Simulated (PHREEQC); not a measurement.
Dissolve 0.00036 mol/kgw Na2SeO4 and 0.009 mol/kgw FeCl3 at 79 °C. Closed to the air; pH follows from the charge balance.

Computed with PHREEQC (ion-association model, wateq4f.dat).

Precipitation was switched off in this run.

### Question
Predict the pH.

### Answer
pH 2.17.

### Question
In which forms is Cl present?

### Answer
Cl- 96 %, FeCl+2 3.7 % of the Cl.

The solution is supersaturated, for example in Hematite (slow to form), Goethite (slow to form), so a real one may precipitate; this is no full list. Away from 25 °C the constants follow the database's enthalpies or fits; those with neither stay at their 25 °C values.
